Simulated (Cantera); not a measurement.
A Cantera script and what it prints.

```python
import numpy as np
import cantera as ct

gas_names = """
    CL CL2 H HCL H2 Si SiCL SiCL2 SiCL3 SiCL4 SiH SiHCL3 SiH2 SiH2CL2 SiH3 SiH3CL SiH4 Si2 Si3
""".split()
cond_names = """
    Si(cr) Si(L)
""".split()


# ... load() reads the species with a 1 bar reference pressure and builds the phases ...
atoms = {
    'Si2Cl6': {'Si': 2, 'CL': 6},
    'H2': {'H': 2},
}
top_T = {}  # K; cautious upper limits of use, not melting points


# ... equilibrate(T, P, feed) seeds the gas with the atoms and calls Mixture.equilibrate('TP', solver="gibbs", rtol=1e-10, max_steps=50000) ...
results = []
T = 973  # K
P = 290  # Pa
for m in [28, 37, 48, 64, 85, 110, 150, 200, 260]:
    feed = {'Si2Cl6': 1, 'H2': m}  # mol
    mix = equilibrate(T, P, feed)
    results.append((T, P, feed, dict(zip(mix.species_names, mix.species_moles))))
    x = sorted(zip(gas.X, gas.species_names), reverse=True)
    print(f"T = {T:g} K  P = {P:g} Pa  n(H2) = {m:g} mol  gas = {mix.phase_moles(0):.4g} mol")
    print("   x: " + "  ".join(f"{s} {v:.3e}" for v, s in x if v > 1e-05))
    print("   condensed (mol): " + ("  ".join(f"{mix.phase(i).name} {mix.phase_moles(i):.4g}"
          for i in range(1, mix.n_phases) if mix.phase_moles(i) > 1e-12) or "none"))
```

It prints:

```
T = 973 K  P = 290 Pa  n(H2) = 28 mol  gas = 29.72 mol
   x: H2 9.237e-01  SiCL4 3.625e-02  HCL 3.072e-02  SiHCL3 6.125e-03  SiCL2 1.642e-03  SiCL3 1.441e-03  SiH2CL2 1.081e-04
   condensed (mol): Si(cr) 0.646
T = 973 K  P = 290 Pa  n(H2) = 37 mol  gas = 38.77 mol
   x: H2 9.376e-01  HCL 2.857e-02  SiCL4 2.631e-02  SiHCL3 4.853e-03  SiCL2 1.399e-03  SiCL3 1.133e-03  SiH2CL2 9.349e-05
   condensed (mol): Si(cr) 0.6899
T = 973 K  P = 290 Pa  n(H2) = 48 mol  gas = 49.82 mol
   x: H2 9.481e-01  HCL 2.657e-02  SiCL4 1.926e-02  SiHCL3 3.861e-03  SiCL2 1.197e-03  SiCL3 8.965e-04  SiH2CL2 8.088e-05
   condensed (mol): Si(cr) 0.7399
T = 973 K  P = 290 Pa  n(H2) = 64 mol  gas = 65.89 mol
   x: H2 9.575e-01  HCL 2.439e-02  SiCL4 1.340e-02  SiHCL3 2.957e-03  SiCL2 9.987e-04  SiCL3 6.831e-04  SiH2CL2 6.814e-05
   condensed (mol): Si(cr) 0.8067
T = 973 K  P = 290 Pa  n(H2) = 85 mol  gas = 86.98 mol
   x: H2 9.649e-01  HCL 2.227e-02  SiCL4 9.175e-03  SiHCL3 2.234e-03  SiCL2 8.263e-04  SiCL3 5.141e-04  SiH2CL2 5.681e-05
   condensed (mol): Si(cr) 0.8861
T = 973 K  P = 290 Pa  n(H2) = 110 mol  gas = 112.1 mol
   x: H2 9.704e-01  HCL 2.037e-02  SiCL4 6.355e-03  SiHCL3 1.701e-03  SiCL2 6.876e-04  SiCL3 3.903e-04  SiH2CL2 4.755e-05
   condensed (mol): Si(cr) 0.971
T = 973 K  P = 290 Pa  n(H2) = 150 mol  gas = 152.2 mol
   x: H2 9.759e-01  HCL 1.813e-02  SiCL4 3.937e-03  SiHCL3 1.191e-03  SiCL2 5.412e-04  SiCL3 2.726e-04  SiH2CL2 3.764e-05
   condensed (mol): Si(cr) 1.09
T = 973 K  P = 290 Pa  n(H2) = 200 mol  gas = 202.3 mol
   x: H2 9.801e-01  HCL 1.607e-02  SiCL4 2.410e-03  SiHCL3 8.259e-04  SiCL2 4.234e-04  SiCL3 1.886e-04  SiH2CL2 2.957e-05
   condensed (mol): Si(cr) 1.216
T = 973 K  P = 290 Pa  n(H2) = 260 mol  gas = 262.4 mol
   x: H2 9.833e-01  HCL 1.421e-02  SiCL4 1.463e-03  SiHCL3 5.691e-04  SiCL2 3.300e-04  SiCL3 1.297e-04  SiH2CL2 2.312e-05
   condensed (mol): Si(cr) 1.34
```

Equilibrium computed with Cantera from the NASA thermochemical tables; the gas is ideal and each condensed phase is pure. The feed counts by its element totals alone. The tables' values for SiCl3 are old estimates; treat these amounts as uncertain.
